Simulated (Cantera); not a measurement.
Input (Python, Cantera) and output of one run.

```python
import numpy as np
import cantera as ct

gas_names = """
    CL CL2 H HCL H2 Si SiCL SiCL2 SiCL3 SiCL4 SiH SiHCL3 SiH2 SiH2CL2 SiH3 SiH3CL SiH4 Si2 Si3
""".split()
cond_names = """
    Si(cr) Si(L)
""".split()


def load(file, names, dense=False):
    # The tables refer to 1 bar. Condensed volumes are neglected.
    table = {s.name: s for s in ct.Species.list_from_file(file)}
    out = []
    for n in names:
        d = dict(table[n].input_data)
        d["thermo"] = dict(d["thermo"], **{"reference-pressure": 1e5})
        if dense:
            d["equation-of-state"] = {"model": "constant-volume", "density": "1e6 g/cm^3"}
        out.append(ct.Species.from_dict(d))
    return out


gas = ct.Solution(thermo="ideal-gas", species=load("nasa_gas.yaml", gas_names))
cond = {s.name: ct.Solution(thermo="fixed-stoichiometry", species=[s], name=s.name)
        for s in load("nasa_condensed.yaml", cond_names, dense=True)}
atoms = {
    'Si': {'Si': 1},
    'HCl': {'H': 1, 'CL': 1},
    'H2': {'H': 2},
}
top_T = {}  # K; cautious upper limits of use, not melting points


def equilibrate(T, P, feed):
    n = {}
    for name, mol in feed.items():
        for a, k in atoms[name].items():
            n[a] = n.get(a, 0.0) + k * mol
    gas.TPX = T, P, n
    mass = sum(n.values()) * gas.mean_molecular_weight
    gas.equilibrate("TP")
    valid = [c for c in cond.values() if c.min_temp <= T <= top_T.get(c.name, c.max_temp)]
    mix = ct.Mixture([(gas, mass / gas.mean_molecular_weight)] + [(c, 0.0) for c in valid])
    mix.T, mix.P = T, P
    mix.equilibrate("TP", solver="vcs", rtol=1e-11, max_steps=5000)
    return mix


results = []
feed = {'Si': 1, 'HCl': 2.4, 'H2': 1.3}  # mol
T = 725  # K
P = 100000  # Pa
mix = equilibrate(T, P, feed)
results.append((T, P, feed, dict(zip(mix.species_names, mix.species_moles))))
x = sorted(zip(gas.X, gas.species_names), reverse=True)
print(f"T = {T:g} K  P = {P:g} Pa  gas = {mix.phase_moles(0):.4g} mol")
print("   x: " + "  ".join(f"{s} {v:.3e}" for v, s in x if v > 1e-05))
print("   condensed (mol): " + ("  ".join(f"{mix.phase(i).name} {mix.phase_moles(i):.4g}"
      for i in range(1, mix.n_phases) if mix.phase_moles(i) > 1e-12) or "none"))
```

It prints:

```
T = 725 K  P = 100000 Pa  gas = 3.04 mol
   x: H2 7.823e-01  SiCL4 1.401e-01  SiHCL3 7.433e-02  SiH2CL2 2.745e-03  HCL 4.550e-04  SiH3CL 2.218e-05  SiCL3 1.095e-05
   condensed (mol): Si(cr) 0.3396
```

Method: chemical equilibrium by Gibbs-energy minimisation in Cantera with the NASA 1993 tables (ideal gas, pure condensed phases). The tables' values for SiCl3 are old estimates; treat these amounts as uncertain.
